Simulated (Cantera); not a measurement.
A perfectly stirred reactor is fed with H2 : O2 : N2 = 0.44 : 1 : 1.1 (molar parts), at 21.8 Torr; it is held at 1123 K, and followed from long to short residence time.

Cantera simulation using the H2/O2 subset of GRI-Mech 3.0, which has no nitrogen chemistry; the numbers are that mechanism's predictions, not measurements. Radical loss at walls, strong at low pressure, is not modelled. The temperature is held fixed by assumption; the heat of reaction is taken as removed at once.

One state of this run: x H2 = 0.000986; x O2 = 0.335; x OH = 0.00113; x H = 0.000492; x H2O = 0.188; x HO2 = 7.09e-6; x O = 0.00141. x: mole fraction; the columns are a selection and need not sum to one.

### Question
Which value of τ (s) does it belong to?
(A) 1.7
(B) 6.5
(C) 25
(D) 0.43

### Answer
D, 0.43
